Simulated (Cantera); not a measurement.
A closed system holds: 1 mol C3H8, 0.073 mol O2, held at 29.3 Torr.

Equilibrium computed with Cantera from the NASA thermochemical tables; the gas is ideal and each condensed phase is pure. Candidate condensed phases: C, C6H6, C7H8, C8H18, H2O; 110 gas species. Equilibrium is a limit: real reactors are often held back by kinetics, nucleation or transport. All values below are at 2598 K.

Base state: H2 0.784, H 0.171, CO 0.0322, C2H2 (acetylene) 0.0126, C2H 0.000241, C4H2 8.41e-5, C3 5.52e-5, C 1.56e-5 (mole fractions); condensed: C(graphite).

Question: What changes in the equilibrium state with this change: O2 from 0.073 to 0.011 mol?

Answer: 
| species | before | after |
|---|---|---|
| H2 | 0.784 | 0.808 |
| H | 0.171 | 0.173 |
| C2H2 (acetylene) | 0.0126 | 0.0130 |
| CO | 0.0322 | 0.00499 |
| CH3 | 1.18e-5 | 1.24e-5 |
| C4H2 | 8.41e-5 | 8.67e-5 |
| C2H2 (vinylidene) | 1.35e-5 | 1.39e-5 |
| C(graphite), mol | 2.73 | 2.86 |
